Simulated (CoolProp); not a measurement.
Vapour-liquid equilibrium of R22 (1) + R11 (2) at 758 kPa; x and y are mole fractions of (1).

Model: multi-fluid Helmholtz-energy mixture model, Kamei 1995 and Jacobsen 1992; pair parameters Bell 2016, in CoolProp.

Give the bubble temperature and the first vapour's composition at x = 0.05, 0.35, 0.8. Is there an azeotrope?

x = 0.05: 356.5 K, y = 0.256; x = 0.35: 315.6 K, y = 0.797; x = 0.8: 293.5 K, y = 0.958. No azeotrope shows between x = 0.05 and 0.95.

The pair parameters rest on a limited set of measurements; away from them the model extrapolates.
